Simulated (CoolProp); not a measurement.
Values from CoolProp's reference Helmholtz-energy equation of state, Guder 2009.

Q: For sulfur hexafluoride, give the phase and the Joule-Thomson coefficient (K/MPa) at 605.9 K and 0.522 MPa; 605.9 K and 0.99 MPa.

A: 
- 605.9 K and 0.522 MPa: gas; Joule-Thomson coefficient 1.50
- 605.9 K and 0.99 MPa: gas; Joule-Thomson coefficient 1.49
